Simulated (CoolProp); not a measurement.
The numbers come from the reference Helmholtz-energy equation of state, Thol 2022 in CoolProp.

### Question
Give the vapour pressure (bar), enthalpy of vaporisation (kJ/kg), vapour Z of saturated vinyl chloride at -14.25, -10.05, 6.95 °C.

### Answer
```json
[
 {"T (°C)": "-14.25", "p (bar)": "0.998", "enthalpy of vaporisation (kJ/kg)": "356", "vapour Z": "0.971"},
 {"T (°C)": "-10.05", "p (bar)": "1.18", "enthalpy of vaporisation (kJ/kg)": "352", "vapour Z": "0.967"},
 {"T (°C)": "6.95", "p (bar)": "2.22", "enthalpy of vaporisation (kJ/kg)": "338", "vapour Z": "0.949"}
]
```
